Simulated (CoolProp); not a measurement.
A single-stage vapour-compression cycle with R134a: evaporating at 322.15 K (dew point), condensing at 365.15 K (bubble point), superheat 2 K, subcooling 2 K, compressor efficiency 0.6, no pressure losses. Each further row changes one setting.

The numbers come from the reference Helmholtz-energy equation of state, Tillner-Roth 1994 in CoolProp.

| case | cooling COP | pressure ratio | discharge temperature (K) | refrigerating effect (kJ/kg) | volumetric capacity (kJ/m³) |
|---|---|---|---|---|---|
| as stated | 2.69 | 2.63 | 380.4 | 83.5 | 5290 |
| evaporating temperature 327.15 K | 3.20 | … | … | 85.4 | 6210 |
| condensing temperature 360.15 K | 3.36 | 2.37 | 374.1 | … | 5950 |
| subcooling 7 K | … | 2.63 | 380.4 | … | 6020 |
| superheat 12 K | 2.81 | 2.63 | … | 95.2 | 5620 |
| compressor efficiency 0.5 | 2.24 | 2.63 | 384.3 | 83.5 | 5290 |

Q: Complete the blanks.

A: 
- evaporating temperature 327.15 K, pressure ratio: 2.32
- evaporating temperature 327.15 K, discharge temperature (K): 378.9
- condensing temperature 360.15 K, refrigerating effect (kJ/kg): 93.8
- subcooling 7 K, cooling COP: 3.06
- subcooling 7 K, refrigerating effect (kJ/kg): 95.0
- superheat 12 K, discharge temperature (K): 389.9
